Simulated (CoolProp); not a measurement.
Sulfur dioxide at several states: fugacity coefficient from the reference equation and from simpler models built on Tc = 157.5 °C, pc = 7.887 MPa, ω = 0.256; each cubic takes its own stable root.

Values from CoolProp's reference Helmholtz-energy equation of state, Gao 2016.

```tsv
T (°C)	p (MPa)	phase	reference
138.65	1.07	gas	0.9454
121.55	25.2	liquid	0.1828
29.35	0.0829	gas	0.9871
78.45	2.51	liquid	0.5925
238.85	1.97	gas	0.9540
```

How far does each simpler model (van der Waals, Peng-Robinson) lie from the reference over these 5 states: mean and median of the absolute difference, and the worst?


- van der Waals: mean 19.4 %, median 1.0 %, worst +52.3 % at 121.55 °C and 25.2 MPa
- Peng-Robinson: mean 0.4 %, median 0.4 %, worst -0.7 % at 238.85 °C and 1.97 MPa

At some of these states van der Waals gives the other phase, because its saturation line lies elsewhere.
